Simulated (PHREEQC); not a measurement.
# Reverse-osmosis permeate (model solution)

Synthetic water in mg/kgw, 15 °C, pH 5.65, pe -1.2:

```csv
constituent,mg/kgw
Na,0.286
K,3.83
Ca,0.348
Mg,1.22
Cl,0.242
S(6) as SO4,2.14
Alkalinity as HCO3,10.3
Br,0.00504
Zn,0.00386
Si as SiO2,0.0719
```

Valence states are taken as typed.

Computed with PHREEQC (ion-association model, wateq4f.dat).

Each row changes one thing in this solution. Precipitation was switched off in this run.

| case | CO2 (mol/kgw) | HCO3- (mol/kgw) | MgSO4 (mol/kgw) | MgHCO3+ (mol/kgw) | CaSO4 (mol/kgw) | CaHCO3+ (mol/kgw) | SI of Quartz (SiO2) |
|---|---|---|---|---|---|---|---|
| as made | 0.000984 | 0.000171 | 1.69e-7 | 8.93e-8 | 2.95e-8 | 1.44e-8 | -1.79 |
| Cl from 0.242 to 0.484 mg/kgw | 0.000984 | 0.000171 | 1.69e-7 | 8.93e-8 | 2.95e-8 | 1.44e-8 | -1.79 |
| all concentrations times 4 at the same typed pH | 0.00382 | 0.000676 | 2.26e-6 | 1.30e-6 | 3.93e-7 | 2.09e-7 | -1.19 |
| pH from 5.65 to 6.15 at the same alkalinity | 0.000308 | 0.000169 | 1.69e-7 | 8.85e-8 | 2.95e-8 | 1.43e-8 | -1.79 |
